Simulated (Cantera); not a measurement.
Cantera run:

```python
import numpy as np
import cantera as ct

gas_names = [...]  # 113 gases of nasa_gas.yaml made of C, Cu, H, O
cond_names = """
    C(gr) C6H6(L) C7H8(L) C8H18(L),n-octa Cu(cr) Cu(L) CuO(s) CuO2H2(s) Cu2O(s) Cu2O(L) H2O(s) H2O(L)
""".split()


# ... load() reads the species with a 1 bar reference pressure and builds the phases ...
atoms = {
    'Cu2O': {'Cu': 2, 'O': 1},
    'CH4': {'C': 1, 'H': 4},
    'CO': {'C': 1, 'O': 1},
}
top_T = {'C(gr)': 4500, 'CuO(s)': 1390}  # K; cautious upper limits of use, not melting points


# ... equilibrate(T, P, feed) seeds the gas with the atoms and calls Mixture.equilibrate('TP', solver="vcs", rtol=1e-11, max_steps=5000) ...
results = []
feed = {'Cu2O': 1, 'CH4': 0.66, 'CO': 0.14}  # mol
T = 1073  # K
P = 100000  # Pa
mix = equilibrate(T, P, feed)
results.append((T, P, feed, dict(zip(mix.species_names, mix.species_moles))))
print(gas.report(threshold=1e-06))
for i in range(1, mix.n_phases):
    print(f"{mix.phase(i).name:16s} {mix.phase_moles(i):12.5e} mol")
```

It prints:

```
       temperature   1073 K
          pressure   1e+05 Pa
           density   0.16216 kg/m^3
  mean mol. weight   14.467 kg/kmol
   phase of matter   gas

                          1 kg             1 kmol
                     ---------------   ---------------
          enthalpy       -4.0945e+06       -5.9236e+07  J
   internal energy       -4.7111e+06       -6.8158e+07  J
           entropy             14708        2.1279e+05  J/K
    Gibbs function       -1.9877e+07       -2.8756e+08  J
 heat capacity c_p            2372.4             34322  J/K
 heat capacity c_v            1797.7             26007  J/K

                      mass frac. Y      mole frac. X     chem. pot. / RT
                     ---------------   ---------------   ---------------
               CH4         0.0029466         0.0026572           -39.843
                CO           0.60448           0.31222           -39.341
               CO2           0.19617          0.064489            -75.51
                H2          0.072633           0.52124           -18.335
               H2O           0.12377          0.099398           -54.504
     [ +108 minor]        3.0751e-07        1.4291e-07

C(gr)             0.00000e+00 mol
Cu(cr)            2.00000e+00 mol
CuO(s)            0.00000e+00 mol
CuO2H2(s)         0.00000e+00 mol
Cu2O(s)           0.00000e+00 mol
```

Method: chemical equilibrium by Gibbs-energy minimisation in Cantera with the NASA 1993 tables (ideal gas, pure condensed phases).
